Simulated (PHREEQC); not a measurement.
Solution (20 °C): 0.064 mol/kgw NH4HF2, 0.08 mol/kgw H2SiF6, 0.0037 mol/kgw HBF4 and 0.0046 mol/kgw HCl. Closed to the air; pH follows from the charge balance.

Equilibrium calculation in PHREEQC: ion-association model, phreeqc.dat.

Precipitation was switched off in this run.

**Question.** Predict the pH, ionic strength, activity of water.

**Answer.** pH 1.07; ionic strength 0.251 mol/kgw; activity of water 0.993.

**Question.** In which forms is F present?

**Answer.** SiF6-2 77 %, HF 20 %, BF4- 2.4 % of the F.

SiF6-2 is the database's only silicon fluoride. Real BF4- forms and hydrolyses slowly; the run takes it at equilibrium.
